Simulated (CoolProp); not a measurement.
Vapour-liquid equilibrium of n-octane (1) + m-xylene (2) at 12 bar; x and y are mole fractions of (1).

Values from CoolProp's multi-fluid Helmholtz-energy mixture model, Beckmüller 2019 and Zhou 2012; pair parameters Bell 2016.

```csv
x,bubble temperature (K),y at the bubble point,dew temperature at overall composition x (K),liquid density (mol/L)
0.05,534.7,0.061,534.9,5.603
0.2,531.5,0.235,532.1,5.315
0.35,(withheld),(withheld),(withheld),5.045
0.5,525.9,0.544,526.7,4.792
0.65,523.5,0.685,524.1,4.555
0.8,521.3,0.822,521.7,4.332
0.95,519.3,0.956,519.4,4.123
```

Task: Fill in the missing entries.

Result: 
- 0.35, bubble temperature (K): 528.6
- 0.35, y at the bubble point: 0.394
- 0.35, dew temperature at overall composition x (K): 529.4

No azeotrope shows between x = 0.05 and 0.95.

The pair parameters rest on a limited set of measurements; away from them the model extrapolates.
